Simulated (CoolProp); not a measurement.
The numbers come from the reference Helmholtz-energy equation of state, Lemmon 2006 in CoolProp. It is a short technical equation, of lower accuracy than the large ones.

Give the vapour pressure (bar), vapour density (kg/m³), enthalpy of vaporisation (kJ/kg), liquid cp (kJ/(kg K)) of saturated acetone at 303.9, 312, 328.2 K.


```csv
T (K),p (bar),vapour density (kg/m³),enthalpy of vaporisation (kJ/kg),liquid cp (kJ/(kg K))
303.9,0.392,0.927,528,2.16
312,0.541,1.26,520,2.18
328.2,0.978,2.19,503,2.23
```
